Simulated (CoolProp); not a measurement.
A single-stage vapour-compression cycle with chloromethane (R40): evaporating at 291.15 K (dew point), condensing at 326.15 K (bubble point), superheat 2 K, subcooling 5 K, compressor efficiency 0.8, no pressure losses. Each further row changes one setting.

Computed with CoolProp (reference Helmholtz-energy equation of state, Thol 2014).

```csv
case,cooling COP,pressure ratio,discharge temperature (K),refrigerating effect (kJ/kg),volumetric capacity (kJ/m³)
as stated,5.92,2.58,366.4,335,3580
evaporating temperature 296.15 K,(withheld),(withheld),(withheld),337,(withheld)
condensing temperature 321.15 K,7.04,2.28,(withheld),343,3670
subcooling 10 K,(withheld),2.58,366.4,343,3670
superheat 12 K,5.82,2.58,378.1,(withheld),3520
compressor efficiency 0.7,(withheld),2.58,373.8,335,3580
```

Question: What belongs in the gaps?

Answer: 
- evaporating temperature 296.15 K, cooling COP: 7.14
- evaporating temperature 296.15 K, pressure ratio: 2.22
- evaporating temperature 296.15 K, discharge temperature (K): 359.8
- evaporating temperature 296.15 K, volumetric capacity (kJ/m³): 4160
- condensing temperature 321.15 K, discharge temperature (K): 356.4
- subcooling 10 K, cooling COP: 6.07
- superheat 12 K, refrigerating effect (kJ/kg): 345
- compressor efficiency 0.7, cooling COP: 5.18
